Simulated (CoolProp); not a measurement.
Vapour-liquid equilibrium of R143a (1) + R152A (2) at 178.4 K; x and y are mole fractions of (1).

Values from CoolProp's multi-fluid Helmholtz-energy mixture model, Lemmon and Jacobsen 2000 and Outcalt 1996; pair parameters Bell 2016.

Question: Give the bubble pressure and the first vapour's composition at x = 0.2, 0.35, 0.425. Is there an azeotrope?

Answer: x = 0.2: 0.002140 MPa, y = 0.627; x = 0.35: 0.002813 MPa, y = 0.761; x = 0.425: 0.003113 MPa, y = 0.804. No azeotrope shows between x = 0.05 and 0.95.

Pair parameters are fitted to limited data, so mixtures are less certain than the pure fluids.
